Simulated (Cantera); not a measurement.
A freely propagating, adiabatic, planar premixed flame of H2 : O2 : N2 = 1 : 0.455 : 1.71 (molar parts), equivalence ratio 1.1, unburnt at 525 K and 5.00 bar; mixture-averaged transport, grid criteria slope 0.08 and curve 0.16, no radiation.

Cantera simulation using the H2/O2 subset of GRI-Mech 3.0, which has no nitrogen chemistry; the numbers are that mechanism's predictions, not measurements. The hydrogen kinetics of GRI-Mech 3.0 are dated; newer H2 mechanisms differ, most at raised pressure. Burning velocities carry a grid error of a few per cent, more on coarse grids.

Q: Predict: laminar burning velocity; thermal thickness; peak x(H); peak x(H2O2); peak x(O).

A: 
| Item | Result |
|---|---|
| laminar burning velocity | 602 cm/s |
| thermal thickness | 0.0557 mm |
| peak x(H) | 0.0367 |
| peak x(H2O2) | 8.99e-5 |
| peak x(O) | 0.00766 |
